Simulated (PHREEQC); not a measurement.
Silver or lead bath

Make-up at 25 °C: 0.26 mol Pb(NO3)2, 0.00055 mol NaCl and 0.029 mol Na2SO4 per kg of water. Closed to the air; pH follows from the charge balance.

Computed with PHREEQC (ion-association model, phreeqc.dat).

Precipitation was switched off in this run.

Problem. What pH, activity of water, ionic strength does the model give?

Solution. pH 4.17; activity of water 0.988; ionic strength 0.506 mol/kgw.

Problem. In which forms is Cl present?

Solution. PbCl+ 51 %, Cl- 49 % of the Cl.

The solution is supersaturated, for example in Anglesite, so a real one may precipitate; this is no full list. Complexes and solids missing from the database can't appear.
